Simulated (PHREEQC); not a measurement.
Consider water at 25 °C with 0.124 mol HCl and 0.24 mol KCl per kg of water. Closed to the air; pH follows from the charge balance.

The numbers come from PHREEQC with the Pitzer model, pitzer.dat.

This is a speciation only: nothing precipitates in the calculation.

Q: What pH, density does the model give?

A: pH 1.01; density 1.010 g/cm³.

Complexes and solids missing from the database can't appear.
